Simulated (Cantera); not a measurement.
Feed: 1 mol SiH2Cl2, 3 mol O2, at 750 Torr.

Cantera equilibrium calculation (NASA polynomials, part measured and part estimated; ideal gas, pure solids and liquids). Candidate condensed phases: H2O, Si, SiO2; 30 gas species. The tables hold silica as quartz up to 1696 K and as liquid above; real silica turns to tridymite and cristobalite and melts near 1996 K. Gases not in the tables: Si(OH)4. Kinetics and transport are ignored.

log p: log10 of the partial pressure in bar; n: condensed amount in mol.

```csv
T (K),log p O2,log p HCl,log p H2O,log p Cl2,log p Cl,log p OH,n SiO2(β-quartz),n SiO2(condensed)
900,-0.34,-0.65,-0.80,-0.80,-4.53,(withheld),1.00,0
975,-0.33,-0.58,-0.86,-0.86,-4.01,(withheld),1.00,0
1050,-0.33,-0.53,-0.93,-0.93,-3.56,(withheld),1.00,0
1125,-0.32,-0.50,-0.98,-0.99,-3.18,(withheld),1.00,0
1200,-0.32,-0.47,-1.04,-1.04,-2.85,(withheld),1.00,0
1275,-0.32,-0.45,-1.09,-1.10,-2.55,(withheld),1.00,0
1350,-0.32,-0.43,-1.14,-1.15,-2.30,(withheld),1.00,0
1425,-0.32,-0.42,-1.18,-1.21,-2.07,(withheld),1.00,0
1500,-0.32,-0.41,-1.22,-1.27,-1.87,(withheld),1.00,0
1575,-0.32,-0.40,-1.24,-1.33,-1.69,(withheld),1.00,0
1650,-0.32,-0.40,-1.26,-1.40,-1.53,(withheld),1.00,0
1725,-0.32,-0.40,-1.27,-1.47,-1.40,(withheld),0,1.00
1800,-0.33,-0.41,-1.27,-1.56,-1.28,(withheld),0,1.00
1875,-0.33,-0.41,-1.26,-1.66,-1.18,(withheld),0,1.00
```

Problem. Some entries are withheld; supply them.

Solution. 
- 900, log p OH: -7.70
- 975, log p OH: -7.00
- 1050, log p OH: -6.41
- 1125, log p OH: -5.90
- 1200, log p OH: -5.45
- 1275, log p OH: -5.06
- 1350, log p OH: -4.72
- 1425, log p OH: -4.41
- 1500, log p OH: -4.12
- 1575, log p OH: -3.87
- 1650, log p OH: -3.63
- 1725, log p OH: -3.41
- 1800, log p OH: -3.21
- 1875, log p OH: -3.02
